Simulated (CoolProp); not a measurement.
Properties of cis-2-butene along the isotherm 198.55 °C (Tc = 162.6 °C, pc = 42.36 bar, ω = 0.202).

Model: reference Helmholtz-energy equation of state, Lemmon 2005, in CoolProp. It is a short technical equation, of lower accuracy than the large ones.

```csv
p (bar),phase,cv (kJ/(kg K)),Joule-Thomson coefficient (K/MPa),fugacity coefficient
4.89,gas,1.966,7.187,0.9692
9.78,gas,1.978,7.470,0.9388
14.7,gas,1.990,?,?
19.6,gas,2.004,8.114,0.8788
24.4,gas,2.019,8.469,0.8499
29.3,gas,?,?,0.8208
34.2,gas,2.053,9.267,?
39.1,gas,2.073,9.686,0.7632
44,supercritical,2.095,10.08,0.7347
48.9,supercritical,2.121,?,?
53.8,supercritical,2.149,10.50,0.6783
58.7,supercritical,2.177,10.13,0.6503
63.5,supercritical,2.193,8.968,0.6233
```

Q: Some entries are withheld; supply them.

A: 
- 14.7, Joule-Thomson coefficient (K/MPa): 7.779
- 14.7, fugacity coefficient: 0.9086
- 29.3, cv (kJ/(kg K)): 2.035
- 29.3, Joule-Thomson coefficient (K/MPa): 8.857
- 34.2, fugacity coefficient: 0.7919
- 48.9, Joule-Thomson coefficient (K/MPa): 10.40
- 48.9, fugacity coefficient: 0.7064
